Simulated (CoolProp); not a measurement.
Properties of cyclopentane along the isobar 26.7 MPa.

Values from CoolProp's reference Helmholtz-energy equation of state, Gedanitz 2015.

| T (°C) | phase | cv (kJ/(kg K)) | isothermal compressibility (1/MPa) | expansivity (1/kK) | conductivity (mW/(m K)) |
|---|---|---|---|---|---|
| -12.65 | liquid | 1.147 | 0.0007472 | 1.031 | 151 |
| 5.55 | liquid | 1.209 | 0.0008457 | 1.059 | 144 |
| 23.75 | liquid | 1.278 | 0.0009591 | 1.091 | 138 |
| 41.95 | liquid | 1.351 | 0.001090 | 1.126 | 132 |
| 60.15 | liquid | 1.427 | 0.001242 | 1.166 | 127 |
| 78.35 | liquid | 1.505 | 0.001418 | 1.209 | 122 |
| 96.55 | liquid | 1.584 | 0.001622 | 1.255 | 117 |
| 114.75 | liquid | 1.663 | 0.001859 | 1.305 | 112 |
| 132.95 | liquid | 1.742 | 0.002135 | 1.358 | 107 |
| 151.15 | liquid | 1.821 | 0.002457 | 1.413 | 103 |
| 169.35 | liquid | 1.899 | 0.002831 | 1.470 | 99.6 |
| 187.55 | liquid | 1.976 | 0.003266 | 1.529 | 96.3 |
| 205.75 | liquid | 2.052 | 0.003772 | 1.590 | 93.5 |
| 223.95 | liquid | 2.127 | 0.004361 | 1.654 | 91.0 |
| 242.15 | supercritical | 2.201 | 0.005048 | 1.722 | 89.0 |

Thermal conductivity comes from a separate model (Vassiliou 2015).
